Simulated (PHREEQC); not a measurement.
Dissolve 0.0099 mol H2SO4, 0.00078 mol Al2(SO4)3 and 8.8e-05 mol Fe2(SO4)3 per kg of water at 80 °C. Closed to the air; pH follows from the charge balance.

Computed with PHREEQC (ion-association model, phreeqc.dat).

### Question
The ionic strength comes out as 0.0181 mol/kgw. What activity coefficients do SO4-2, Fe(SO4)2-, Al+3, AlSO4+, FeHSO4+2 get?

### Answer
SO4-2 0.56, Fe(SO4)2- 0.86, Al+3 0.32, AlSO4+ 0.86, FeHSO4+2 0.55.

Precipitation was switched off in this run. Saturation is exceeded, for instance for Hematite (slow to form), Goethite (slow to form); the values hold only as long as no solid forms. Away from 25 °C the constants follow the database's enthalpies or fits; those with neither stay at their 25 °C values.
